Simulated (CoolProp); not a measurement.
Properties of propylene along the isobar 101 kPa (Tc = 91.1 °C, pc = 4555 kPa, ω = 0.146).

Model: reference Helmholtz-energy equation of state, Lemmon 2013, in CoolProp.

| T (°C) | phase | Z | cv (kJ/(kg K)) |
|---|---|---|---|
| -37.35 | gas | 0.9691 | 1.131 |
| 10.35 | gas | 0.9831 | 1.289 |
| 58.05 | gas | 0.9897 | 1.461 |
| 105.85 | gas | 0.9932 | 1.638 |
| 153.55 | gas | 0.9954 | 1.812 |
| 201.25 | gas | 0.9968 | 1.979 |
| 248.95 | gas | 0.9977 | 2.135 |
| 296.65 | gas | 0.9984 | 2.282 |
